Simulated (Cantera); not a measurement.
## TEOS + O₂ + H₂ (silicon oxide and oxynitride deposition)

Feed: 1 mol TEOS, 0.28 mol O₂, 65 mol H₂, at 100000 Pa.

Method: chemical equilibrium by Gibbs-energy minimisation in Cantera with the NASA 1993 tables (ideal gas, pure condensed phases). Candidate condensed phases: C, C₆H₆, C₇H₈, C₈H₁₈, H₂O, Si, SiC, SiO₂; 123 gas species. The feed counts by its element totals alone. Equilibrium is a limit: real reactors are often held back by kinetics, nucleation or transport.

From 650 K to 800 K the condensed part is SiO₂(α-quartz). From 850 K to 950 K the condensed part is SiO₂(β-quartz). From 1000 K to 1100 K the condensed part is C(graphite) + SiO₂(β-quartz).

| T (K) | x H₂ | x CH₄ | x H₂O | x CO | n SiO₂(α-quartz) | n SiO₂(β-quartz) | n C(graphite) |
|---|---|---|---|---|---|---|---|
| 650 | 0.842 | 0.119 | 0.0382 | 1.15e-7 | 1.00 | 0 | 0 |
| 700 | 0.842 | 0.119 | 0.0382 | 2.10e-6 | 1.00 | 0 | 0 |
| 750 | 0.842 | 0.119 | 0.0382 | 2.62e-5 | 1.00 | 0 | 0 |
| 800 | 0.843 | 0.119 | 0.0379 | 0.000239 | 1.00 | 0 | 0 |
| 850 | 0.845 | 0.117 | 0.0361 | 0.00160 | 0 | 1.00 | 0 |
| 900 | 0.853 | 0.110 | 0.0296 | 0.00694 | 0 | 1.00 | 0 |
| 950 | 0.867 | 0.0971 | 0.0182 | 0.0173 | 0 | 1.00 | 0 |
| 1000 | 0.889 | 0.0755 | 0.00911 | 0.0259 | 0 | 1.00 | 0.723 |
| 1050 | 0.917 | 0.0482 | 0.00491 | 0.0295 | 0 | 1.00 | 2.27 |
| 1100 | 0.935 | 0.0314 | 0.00262 | 0.0313 | 0 | 1.00 | 3.29 |
x: gas mole fraction; n: condensed amount in mol.
